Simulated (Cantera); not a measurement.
Charge: 1 mol AlN, 0.48 mol H2O, 7.5 mol H2, equilibrated at 0.133 bar.

Cantera equilibrium calculation (NASA polynomials, part measured and part estimated; ideal gas, pure solids and liquids). Candidate condensed phases: Al, AlN, Al2O3, H2O; 35 gas species. Mutual solubility and eutectic melting of coexisting phases are not modelled. The tables' values for AlOH are old estimates; treat these amounts as uncertain. Condensed phases not in the tables: aluminium oxynitride. Equilibrium is a limit: real reactors are often held back by kinetics, nucleation or transport.

log p: log10 of the partial pressure in bar; n: condensed amount in mol.

| T (°C) | log p H2 | log p N2 | log p Al2O | log p Al | log p H | n AlN(s) | n Al2O3(s) |
|---|---|---|---|---|---|---|---|
| 500 | -0.88 | -2.58 | <-12 | <-12 | -12.48 | 0.680 | 0.160 |
| 700 | -0.88 | -2.58 | <-12 | <-12 | (withheld) | 0.680 | 0.160 |
| 900 | -0.88 | -2.58 | <-12 | <-12 | -7.37 | 0.680 | 0.160 |
| 1100 | -0.88 | -2.58 | <-12 | -10.97 | -5.92 | 0.680 | 0.160 |
| 1300 | -0.88 | -2.58 | -9.10 | -7.89 | -4.83 | 0.680 | 0.160 |
| 1500 | -0.88 | -2.58 | (withheld) | (withheld) | (withheld) | 0.680 | 0.160 |
| 1700 | -0.89 | -2.54 | -3.70 | -3.64 | -3.31 | 0.648 | 0.156 |
| 1900 | -0.94 | -2.13 | -2.30 | -2.51 | -2.78 | 0 | 0.0449 |

### Question
What belongs in the gaps?

### Answer

- 700, log p H: -9.41
- 1500, log p Al2O: -6.07
- 1500, log p Al: -5.51
- 1500, log p H: -3.99
